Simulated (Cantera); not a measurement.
A closed system holds: 1 mol C, 0.053 mol NH3, 0.38 mol H2, held at 2600 K and 75.0 Pa.

These are equilibrium values from Cantera (NASA tables, ideal gas, pure condensed phases), not measurements of a reactor. Candidate condensed phases: C, C6H6, C7H8, C8H18; 92 gas species. Kinetics and transport are ignored.

Base state: H 0.701, H2 0.250, N2 0.0300, HCN 0.00780, C2H2 (acetylene) 0.00405, C3 0.00295, CN 0.00145, HNC 0.00102 (mole fractions); condensed: C(graphite).

Problem. What changes in the equilibrium state with this change: C replaced by C3H8?

Solution. 
```json
[
 {"species": "H", "before": "0.701", "after": "0.721"},
 {"species": "H2", "before": "0.250", "after": "0.265"},
 {"species": "C2H2 (acetylene)", "before": "0.00405", "after": "0.00429"},
 {"species": "N2", "before": "0.0300", "after": "0.00229"},
 {"species": "CN", "before": "0.00145", "after": "0.000401"},
 {"species": "HNC", "before": "0.00102", "after": "0.000290"},
 {"species": "HCN", "before": "0.00780", "after": "0.00222"},
 {"species": "C4H2", "before": "2.72e-5", "after": "2.88e-5"},
 {"species": "C(graphite), mol", "before": "0.977", "after": "2.83"}
]
```

Problem. What changes in the equilibrium state with this change: temperature from 2600 K to 1048.15 K?

Solution. 
```json
[
 {"species": "H2", "before": "0.250", "after": "0.945"},
 {"species": "N2", "before": "0.0300", "after": "0.0545"},
 {"species": "CH4", "before": "6.02e-9", "after": "3.91e-5"},
 {"species": "H", "before": "0.701", "after": "2.75e-7"},
 {"species": "C3", "before": "0.00295", "after": "<1e-9"},
 {"species": "CN", "before": "0.00145", "after": "<1e-9"},
 {"species": "C2H2 (acetylene)", "before": "0.00405", "after": "3.74e-9"},
 {"species": "C(graphite), mol", "before": "0.977", "after": "1.000"}
]
```

Problem. What changes in the equilibrium state with this change: H2 from 0.38 to 5.1 mol?

Solution. 
```
species            before     after
----------------  -------  --------
H                   0.701     0.721
H2                  0.250     0.265
C2H2 (acetylene)  0.00405   0.00429
N2                 0.0300   0.00190
CN                0.00145  0.000365
HNC               0.00102  0.000264
C(graphite), mol    0.977     0.805
```
